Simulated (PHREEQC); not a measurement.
## Alkaline etch or developer: speciation

Solution (10 °C): 0.0033 mol/kgw NH3, 0.00028 mol/kgw CO2 and 0.29 mol/kgw K3PO4. Closed to the air; pH follows from the charge balance.

Computed with PHREEQC (ion-association model, wateq4f.dat).

Each row changes one thing in this solution. Precipitation was switched off in this run.

| case | pH | ionic strength (mol/kgw) | NH4+ (mol/kgw) | HCO3- (mol/kgw) |
|---|---|---|---|---|
| as made | 12.62 | 1.69 | 4.57e-6 | 5.33e-7 |
| 0.26 mol/kgw NaHCO3 added | 10.88 | 1.53 | 0.000239 | 0.0192 |
| diluted 100-fold with water | 11.81 | 0.0131 | 3.05e-7 | 9.30e-8 |
| temperature from 10 to 50 °C | 11.76 | 1.61 | 2.20e-6 | 1.75e-6 |
| K3PO4 replaced by K2CO3 at the same molality | 11.84 | 0.867 | 3.31e-5 | 0.00383 |
| diluted 2-fold with water | 12.52 | 0.833 | 3.44e-6 | 3.86e-7 |

The ionic strength passes 0.7 mol/kgw, the rough limit of the ion-association models, in as made; 0.26 mol/kgw NaHCO3 added; temperature from 10 to 50 °C; K3PO4 replaced by K2CO3 at the same molality; diluted 2-fold with water. H3PO4, which wateq4f.dat lacks, is added to it with the constant of phreeqc.dat. At this temperature some constants are extrapolated from 25 °C, and those without enthalpy data are left unchanged.
